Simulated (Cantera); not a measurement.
Ignition delay

Mixture: 17.5 % CH4, 17.5 % O2, 64.9 % N2, equivalence ratio 2.0, at 2.96 atm, adiabatic and at constant volume. Ignition delay is the time to a rise of 400 K.

Computed with Cantera and GRI-Mech 3.0 (53 species, 325 reactions).

| T0 (K) | delay (ms) |
|---|---|
| 1148 | 46.7 |
| 1223 | 16.6 |
| 1298 | 6.35 |
| 1373 | 2.58 |
| 1448 | 1.10 |
| 1523 | 0.496 |
| 1598 | 0.236 |
| 1673 | 0.120 |

```
Quantity                                                Result
--------------------------------------------------  ----------
apparent activation energy between 1523 and 1673 K  200 kJ/mol
```
